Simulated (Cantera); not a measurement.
Feed: 1 mol SiH4, 0.0035 mol C3H8, 8 mol H2, 0.0027 mol H2O, equilibrated at 49.5 Torr.

Cantera equilibrium calculation (NASA polynomials, part measured and part estimated; ideal gas, pure solids and liquids). Candidate condensed phases: C, C6H6, C7H8, C8H18, H2O, Si, SiC, SiO2; 123 gas species. Mutual solubility and eutectic melting of coexisting phases are not modelled. The tables hold silica as quartz up to 1696 K and as liquid above; real silica turns to tridymite and cristobalite and melts near 1996 K. Gases not in the tables: Si2H6 and higher silanes. Kinetics and transport are ignored.

Problem. Which condensed phases are stable at each of these points (T (K)): 950, 1150, 1350, 1550, 1750, 1950, 2150?

Solution. 
| T (K) | condensed phases | Si condensed (%) |
|---|---|---|
| 950 | Si(s) + SiC(s) + SiO2(β-quartz) | 100.0 |
| 1150 | Si(s) + SiC(s) + SiO2(β-quartz) | 100.0 |
| 1350 | Si(s) + SiC(s) | 99.7 |
| 1550 | Si(s) + SiC(s) | 99.7 |
| 1750 | Si(l) + SiC(s) | 99.7 |
| 1950 | Si(l) + SiC(s) | 99.2 |
| 2150 | Si(l) + SiC(s) | 95.3 |

From 950 K to 1150 K the condensed part is Si(s) + SiC(s) + SiO2(β-quartz). From 1350 K to 1550 K the condensed part is Si(s) + SiC(s). From 1750 K to 2150 K the condensed part is Si(l) + SiC(s).
